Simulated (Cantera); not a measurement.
A Cantera script and its output.

```python
import numpy as np
import cantera as ct

gas = ct.Solution("gri30.yaml")
gas.TPX = 775, 100000, {'CH4': 1, 'H2': 0.75, 'O2': 2.9, 'N2': 10.9}
inlet = ct.Reservoir(gas, clone=True)
gas.equilibrate("HP")  # start burning
reactor = ct.IdealGasConstPressureReactor(gas, energy="on", clone=False)
exhaust = ct.Reservoir(gas, clone=True)
tau = [0.054, 0.023, 0.01, 0.0043, 0.0019, 0.0008, 0.00034, 0.00015, 6.4e-05, 2.7e-05, 1.2e-05, 5.1e-06][0]
for a, b in ((inlet, reactor), (reactor, exhaust)):
    ct.MassFlowController(a, b, mdot=lambda t: reactor.mass / tau)
net = ct.ReactorNet([reactor])
show = ['CH4', 'H2', 'O2', 'O', 'CH3']

rows = []
print(f"{'tau/s':>10s}{'T/K':>9s}" + "".join(f"{s:>11s}" for s in show))
for tau in [0.054, 0.023, 0.01, 0.0043, 0.0019, 0.0008, 0.00034, 0.00015, 6.4e-05, 2.7e-05, 1.2e-05, 5.1e-06]:
    net.initial_time = 0.0
    net.advance(30 * tau)
    before = gas.X
    net.advance(40 * tau)
    drift = np.max(np.abs(gas.X - before) / (gas.X + 1e-9))
    rows.append([gas.T, *gas[show].X, drift])
    print(f"{tau:10.3e}{gas.T:9.1f}" + "".join(f"{x:11.3e}" for x in gas[show].X))
```

It prints:

```
     tau/s      T/K        CH4         H2         O2          O        CH3
 5.400e-02   2344.6  1.927e-06  2.801e-03  3.445e-02  1.331e-03  9.592e-07
 2.300e-02   2338.8  4.211e-06  3.063e-03  3.531e-02  1.486e-03  2.073e-06
 1.000e-02   2323.9  8.613e-06  3.599e-03  3.627e-02  1.785e-03  4.138e-06
 4.300e-03   2293.1  1.673e-05  4.634e-03  3.752e-02  2.373e-03  7.671e-06
 1.900e-03   2244.4  3.057e-05  6.237e-03  3.917e-02  3.345e-03  1.307e-05
 8.000e-04   2173.6  5.826e-05  8.490e-03  4.140e-02  4.831e-03  2.258e-05
 3.400e-04   2089.0  1.159e-04  1.101e-02  4.407e-02  6.603e-03  3.989e-05
 1.500e-04   2000.0  2.411e-04  1.342e-02  4.731e-02  8.216e-03  7.280e-05
 6.400e-05   1903.6  5.802e-04  1.590e-02  5.238e-02  9.082e-03  1.505e-04
 2.700e-05   1797.1  1.797e-03  1.992e-02  6.289e-02  7.567e-03  3.951e-04
 1.200e-05    775.0  6.431e-02  4.823e-02  1.865e-01  3.863e-16  2.529e-14
 5.100e-06    775.0  6.431e-02  4.823e-02  1.865e-01  1.910e-16  1.049e-14
```

Detailed kinetics in Cantera: GRI-Mech 3.0 (53 species, 325 reactions).
